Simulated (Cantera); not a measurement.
Cantera with NASA thermochemical tables; ideal gases at 1 bar, condensed phases pure. Values are per mole of reaction as written; species without (g) are pure solids or liquids, kept so even where they would boil at 1 bar.

2 NO(g) + Sr → N2O(g) + SrO, with ΔH° = -693.0 kJ and ΔS° = -201.0 J/K at 300 K.

How far is the shortcut ΔG° ≈ ΔH°(300 K) − T·ΔS°(300 K) from the full temperature-dependent value at 1198, 1298, 1398, 1498, 1598 K?


```csv
T (K),shortcut (kJ),full (kJ),difference (kJ),difference in log10 K,condensed phases
1198,-452.2,-454.9,2.7,-0.12,"Sr(l), SrO(s)"
1298,-432.1,-435.0,2.8,-0.11,"Sr(l), SrO(s)"
1398,-412.0,-415.1,3.0,-0.11,"Sr(l), SrO(s)"
1498,-391.9,-395.2,3.3,-0.12,"Sr(l), SrO(s)"
1598,-371.8,-375.5,3.7,-0.12,"Sr(l), SrO(s)"
```
The shortcut ignores heat capacities and the phase changes listed.
